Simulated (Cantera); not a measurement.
Charge: 1 mol Cu2O, 1.3 mol CO, 6.5 mol N2, at 1.00 Torr.

Equilibrium computed with Cantera from the NASA thermochemical tables; the gas is ideal and each condensed phase is pure. Candidate condensed phases: C, Cu, CuO, Cu2O; 27 gas species. Equilibrium is a limit: real reactors are often held back by kinetics, nucleation or transport. All values below are at 2475 K.

Base state: N2 0.619, Cu 0.191, CO 0.109, O 0.0438, O2 0.0156, CO2 0.0154, NO 0.00531, CuO 6.39e-5 (mole fractions); condensed: gas only.

Question: What changes in the equilibrium state with this change: pressure from 1.00 Torr to 0.248 Torr?

Answer: 
```json
[
 {"species": "N2", "before": "0.619", "after": "0.610"},
 {"species": "Cu", "before": "0.191", "after": "0.188"},
 {"species": "CO", "before": "0.109", "after": "0.116"},
 {"species": "O", "before": "0.0438", "after": "0.0663"},
 {"species": "CO2", "before": "0.0154", "after": "0.00616"},
 {"species": "O2", "before": "0.0156", "after": "0.00886"},
 {"species": "CuO", "before": "6.39e-5", "after": "2.36e-5"},
 {"species": "NO", "before": "0.00531", "after": "0.00397"}
]
```
